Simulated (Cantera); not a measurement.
Cantera run:

```python
import numpy as np
import cantera as ct

gas_names = [...]  # 123 gases of nasa_gas.yaml made of C, H, O, Si
cond_names = """
    C(gr) C6H6(L) C7H8(L) C8H18(L),n-octa H2O(s) H2O(L) Si(cr) Si(L) SiC(b) SiO2(Lqz) SiO2(hqz) SiO2(L)
""".split()


# ... load() reads the species with a 1 bar reference pressure and builds the phases ...
atoms = {
    'HMDSO': {'Si': 2, 'C': 6, 'H': 18, 'O': 1},
    'CO2': {'C': 1, 'O': 2},
    'H2O': {'H': 2, 'O': 1},
}
top_T = {'C(gr)': 4500, 'SiC(b)': 3050}  # K; cautious upper limits of use, not melting points


# ... equilibrate(T, P, feed) seeds the gas with the atoms and calls Mixture.equilibrate('TP', solver="vcs", rtol=1e-11, max_steps=5000) ...
results = []
T = 1975  # K
P = 18000  # Pa
for m in [0.16, 0.28, 0.51, 0.92, 1.6, 3, 5.3, 9.5, 17]:
    feed = {'HMDSO': 1, 'CO2': 0.63, 'H2O': m}  # mol
    mix = equilibrate(T, P, feed)
    results.append((T, P, feed, dict(zip(mix.species_names, mix.species_moles))))

top = {s: max(r[3][s] / sum(r[3][g] for g in gas_names) for r in results) for s in gas_names}
cols = sorted((s for s in top if top[s] > 0.0001), key=lambda s: -top[s])[:9]
seen = [c for c in cond_names if any(r[3].get(c, 0) > 1e-12 for r in results)]
print("log10 of partial pressures in bar; condensed amounts in mol")
print(f"{'n(H2O)':>10s}" + "".join(f"{s[:9]:>10s}" for s in cols + seen))
for T, P, feed, n in results:
    ng = sum(n[g] for g in gas_names)
    print(f"{feed['H2O']:10.4g}" + "".join(f"{np.log10(max(n[s] / ng * P / 1e5, 1e-99)):10.3f}" for s in cols)
          + "".join(f"{n.get(c, 0):10.4g}" for c in seen))
```

Result:

```
log10 of partial pressures in bar; condensed amounts in mol
    n(H2O)        H2        CO       H2O       SiO       CO2         H C2H2,acet        OH     C(gr)    SiC(b)   SiO2(L)
      0.16    -0.848    -1.429    -6.165    -3.485    -7.398    -3.288    -4.036    -9.625      2.24     1.979         0
      0.28    -0.852    -1.417    -6.156    -3.473    -7.374    -3.290    -4.039    -9.615     2.122     1.978         0
      0.51    -0.857    -1.396    -6.141    -3.452    -7.331    -3.293    -4.045    -9.597     1.895     1.976         0
      0.92    -0.867    -1.364    -6.118    -3.420    -7.268    -3.297    -4.055    -9.570     1.492     1.972         0
       1.6    -0.881    -1.323    -6.091    -3.379    -7.185    -3.304    -4.069    -9.535    0.8231     1.966         0
         3    -0.904    -1.288    -5.649    -2.483    -6.685    -3.316    -4.953    -9.081         0     1.684         0
       5.3    -0.931    -1.300    -5.399    -1.919    -6.421    -3.329    -5.555    -8.819         0     0.534         0
       9.5    -0.909    -1.332    -2.091    -3.132    -3.167    -3.318   -12.169    -5.522         0         0     1.896
        17    -1.006    -1.479    -1.354    -3.967    -2.479    -3.367   -14.230    -4.735         0         0      1.98
```

Equilibrium computed with Cantera from the NASA thermochemical tables; the gas is ideal and each condensed phase is pure. The feed counts by its element totals alone. The tables hold silica as quartz up to 1696 K and as liquid above; real silica turns to tridymite and cristobalite and melts near 1996 K. Gases not in the tables: Si(OH)4, Si2H6 and higher silanes.
